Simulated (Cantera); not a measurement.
Mixture: CH4 : O2 : N2 = 1 : 3.45 : 13 (molar parts), at 14300 Torr, adiabatic and at constant volume. Ignition delay is the time to a rise of 400 K.

Detailed kinetics in Cantera: GRI-Mech 3.0 (53 species, 325 reactions). The pressure lies above the range GRI-Mech 3.0 was tuned for (to about 10 atm).

Task: What does this change do: 1.2 parts H2 added?

Result: 
```
quantity                                                before       after
--------------------------------------------------  ----------  ----------
delay at 1225 K                                        1.36 ms    0.124 ms
delay at 1425 K                                       0.164 ms     14.1 µs
delay at 1625 K                                        29.3 µs     4.27 µs
delay at 1825 K                                        7.17 µs     1.74 µs
delay at 2025 K                                        2.33 µs    0.829 µs
apparent activation energy between 1825 and 2025 K  170 kJ/mol  110 kJ/mol
```
